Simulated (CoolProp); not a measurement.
Saturation properties of n-perfluorobutane.

The numbers come from the reference Helmholtz-energy equation of state, Gao 2022 in CoolProp.

```csv
T (°C),p (MPa),liquid cp (kJ/(kg K)),vapour Z
21.65,0.2397,1.140,0.9098
29.35,0.3065,1.153,0.8919
37.05,0.3866,1.169,0.8716
44.75,0.4814,1.186,0.8489
52.45,0.5928,1.206,0.8233
60.15,0.7223,1.231,0.7945
67.85,0.8721,1.262,0.7618
75.55,1.044,1.303,0.7246
83.25,1.241,1.362,0.6814
```

It boils at -2.0 °C under 1 atm.
